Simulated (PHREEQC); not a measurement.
Consider water at 20 °C with 0.0044 mol KOH, 0.015 mol SrCl2 and 0.064 mol NaCl per kg of water. Closed to the air; pH follows from the charge balance.

Model: ion-association model, phreeqc.dat, run in PHREEQC.

Problem. The ionic strength comes out as 0.113 mol/kgw. What activity coefficients do Na+, Cl-, SrOH+, K+, Sr+2 get?

Solution. Na+ 0.78, Cl- 0.76, SrOH+ 0.78, K+ 0.76, Sr+2 0.38.

This is a speciation only: nothing precipitates in the calculation.
